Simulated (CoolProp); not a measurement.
Saturation properties of acetone.

The numbers come from the reference Helmholtz-energy equation of state, Lemmon 2006 in CoolProp. It is a short technical equation, of lower accuracy than the large ones.

| T (K) | p (MPa) | vapour density (kg/m³) | liquid cp (kJ/(kg K)) | surface tension (mN/m) |
|---|---|---|---|---|
| 348.2 | 0.1861 | 4.037 | 2.292 | 16.6 |
| 361.4 | 0.2722 | 5.810 | 2.341 | 15.0 |
| 374.7 | 0.3874 | 8.177 | 2.396 | 13.4 |
| 388 | 0.5366 | 11.27 | 2.457 | 11.9 |
| 401.2 | 0.7245 | 15.23 | 2.526 | 10.4 |
| 414.5 | 0.9604 | 20.37 | 2.606 | 8.90 |
| 427.8 | 1.250 | 26.97 | 2.701 | 7.45 |
| 441 | 1.599 | 35.44 | 2.820 | 6.05 |
| 454.3 | 2.020 | 46.65 | 2.979 | 4.68 |
| 467.5 | 2.518 | 61.66 | 3.213 | 3.38 |

It boils at 329.2 K under 1 atm.

Surface tension comes from a separate correlation (Mulero 2012).
